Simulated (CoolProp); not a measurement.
Tetradecamethylhexasiloxane (MD4M) at several states: density (kg/m³) from the reference equation and from simpler models built on Tc = 653.2 K, pc = 0.8286 MPa, ω = 0.800; each cubic takes its own stable root.

Model: reference Helmholtz-energy equation of state, Thol 2019, in CoolProp.

```
T (K)  p (MPa)   phase  reference
-----  -------  ------  ---------
398.6    0.149  liquid      788.7
411.9    0.049  liquid      775.0
551.9    0.344  liquid      614.1
```

Q: How far does each simpler model (van der Waals, Redlich-Kwong, Soave-Redlich-Kwong, Peng-Robinson) lie from the reference over these 3 states: mean and median of the absolute difference, and the worst?

A: 
- van der Waals: mean 79.1 %, median 92.7 %, worst -99.1 % at 411.9 K and 0.049 MPa
- Redlich-Kwong: mean 20.9 %, median 20.0 %, worst -22.7 % at 551.9 K and 0.344 MPa
- Soave-Redlich-Kwong: mean 11.9 %, median 12.0 %, worst -12.4 % at 398.6 K and 0.149 MPa
- Peng-Robinson: mean 1.0 %, median 1.1 %, worst -1.6 % at 398.6 K and 0.149 MPa

At some of these states van der Waals gives the other phase, because its saturation line lies elsewhere.
